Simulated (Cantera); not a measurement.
An isothermal, constant-pressure homogeneous reactor starts with C2H6 : H2 = 1 : 8.4 (molar parts), at 1300 K and 2670 Pa. Integrator tolerance rtol = 1e-08.

Detailed kinetics in Cantera: GRI-Mech 3.0 (53 species, 325 reactions). GRI-Mech 3.0 stops at C3 and has no aromatics, soot or wall deposition, so with more carbon than oxygen in the feed, carbon stays in small species such as C2H2 where larger ones or solid carbon would form. Radical loss at walls, strong at low pressure, is not modelled.

| quantity | before | after |
|---|---|---|
| x(C2H6) at 20.0 s | 4.85e-6 (gas-phase equilibrium 4.79e-6) | 0.000135 (gas-phase equilibrium 2.31e-5) |
| x(H2) at 20.0 s | 0.876 (gas-phase equilibrium 0.879) | 0.885 (gas-phase equilibrium 0.813) |
| x(CH2) at 20.0 s | 3.53e-11 (gas-phase equilibrium 3.53e-11) | 6.60e-12 (gas-phase equilibrium 1.07e-12) |
| x(C2H4) at 20.0 s | 0.00393 (gas-phase equilibrium 0.00406) | 0.0297 (gas-phase equilibrium 0.00518) |
| x(C2H2) at 20.0 s | 0.0588 (gas-phase equilibrium 0.0611) | 0.0433 (gas-phase equilibrium 0.0133) |

Problem. What was changed between the two runs?
A. pressure from 2670 Pa to 490 Pa
B. H2 8.4 to 5.3 parts
C. temperature 1300 to 1250 K
D. temperature 1300 to 1175 K

Solution. D, temperature 1300 to 1175 K
